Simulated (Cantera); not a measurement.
An adiabatic, constant-pressure homogeneous reactor starts with CH3OH : O2 : N2 = 0.72 : 1.15 : 4.34 (molar parts), at 1273 K and 5.92 atm.

Detailed kinetics in Cantera: GRI-Mech 3.0 (53 species, 325 reactions). GRI-Mech 3.0 was tuned for natural gas; its chemistry of methanol as a main component is partial and can be far from experiment.

### Question
Predict: time of steepest temperature rise; temperature at 2.00 s; equilibrium temperature; x(O2) at 2.00 s; x(NO) at 2.00 s; x(H2) at 2.00 s; x(H2O2) at 2.00 s; x(HO2) at 2.00 s.

### Answer
- time of steepest temperature rise: 0.705 ms
- temperature at 2.00 s: 2712 K
- equilibrium temperature: 2712 K
- x(O2) at 2.00 s: 0.0192 (gas-phase equilibrium 0.0192)
- x(NO) at 2.00 s: 0.00886 (gas-phase equilibrium 0.00886)
- x(H2) at 2.00 s: 0.00896 (gas-phase equilibrium 0.00896)
- x(H2O2) at 2.00 s: 7.19e-7 (gas-phase equilibrium 7.19e-7)
- x(HO2) at 2.00 s: 8.68e-6 (gas-phase equilibrium 8.68e-6)
